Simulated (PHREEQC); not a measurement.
Solution (10 °C): 0.4 mol HF, 0.012 mol NH4F and 0.097 mol H2SO4 per kg of water. Closed to the air; pH follows from the charge balance.

Model: ion-association model, wateq4f.dat, run in PHREEQC.

| Item | Result |
|---|---|
| pH | 1.03 |
| ionic strength | 0.149 mol/kgw |
| activity of water | 0.991 |
| total alkalinity | -594 meq/kg |

```
species  molality  activity   log γ
-------  --------  --------  ------
HF          0.164     0.169   0.015
H2F2        0.122     0.126   0.015
H+          0.114    0.0926  -0.090
HSO4-      0.0714    0.0539  -0.123
SO4-2      0.0244   0.00812  -0.478
NH4+       0.0109   0.00831  -0.116
F-        0.00215   0.00159  -0.133
HF2-      0.00121  0.000891  -0.133
NH4SO4-   0.00114  0.000869  -0.118
```

No solid was allowed to form. Species that the database lacks are ignored. wateq4f.dat counts part of the HF as a dimer, H2F2, which phreeqc.dat doesn't know; its constant is uncertain. Constants without temperature data keep their 25 °C values here.
